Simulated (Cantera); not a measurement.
Charge: 1 mol FeS₂, 9.5 mol O₂, 0.25 mol H₂O, equilibrated at 673.15 K and 710000 Pa.

Method: chemical equilibrium by Gibbs-energy minimisation in Cantera with the NASA 1993 tables (ideal gas, pure condensed phases). Candidate condensed phases: Fe, FeO, Fe(OH)₂, Fe(OH)₃, FeS, FeSO₄, FeS₂, Fe₂O₃, Fe₂(SO₄)₃, Fe₃O₄, H₂O, H₂SO₄, S; 22 gas species. Rates play no part.

Base state: O₂ 0.895, SO₃ 0.0659, H₂O 0.0270, H₂SO₄ 0.0119, SO₂ 4.64e-5 (mole fractions); condensed: Fe₂(SO₄)₃(s).

Problem. What changes in the equilibrium state with this change: H₂O from 0.25 to 0.58 mol?

Solution. 
| species | before | after |
|---|---|---|
| O₂ | 0.895 | 0.861 |
| H₂O | 0.0270 | 0.0643 |
| SO₃ | 0.0659 | 0.0523 |
| H₂SO₄ | 0.0119 | 0.0226 |
| SO₂ | 4.64e-5 | 3.75e-5 |
| Fe₂(SO₄)₃(s), mol | 0.500 | 0.500 |
